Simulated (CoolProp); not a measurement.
Vapour-liquid equilibrium of isobutane (1) + acetone (2) at 290.8 K; x and y are mole fractions of (1).

Values from CoolProp's multi-fluid Helmholtz-energy mixture model, Bücker 2006 and Lemmon 2006; pair parameters Bell 2016.

| x | bubble pressure, mixture model (bar) | bubble pressure, Raoult's law (bar) | y, mixture model | y, Raoult's law |
|---|---|---|---|---|
| 0.05 | 0.8046 | 0.3513 | 0.730 | 0.400 |
| 0.15 | 1.611 | 0.6104 | 0.871 | 0.691 |
| 0.25 | 2.054 | 0.8695 | 0.903 | 0.809 |
| 0.35 | 2.271 | 1.129 | 0.915 | 0.872 |
| 0.45 | 2.368 | 1.388 | 0.920 | 0.912 |
| 0.55 | 2.416 | 1.647 | 0.923 | 0.939 |
| 0.65 | 2.459 | 1.906 | 0.927 | 0.959 |
| 0.75 | 2.523 | 2.165 | 0.933 | 0.974 |
| 0.85 | 2.618 | 2.424 | 0.948 | 0.986 |
| 0.95 | 2.744 | 2.683 | 0.976 | 0.996 |

The largest gap from Raoult's law is +163.9 % in bubble pressure, at x = 0.15. No azeotrope shows between x = 0.05 and 0.95.

Pair parameters are fitted to limited data, so mixtures are less certain than the pure fluids. With so large a gap from Raoult's law the liquid may split in two, which this calculation doesn't test in full.
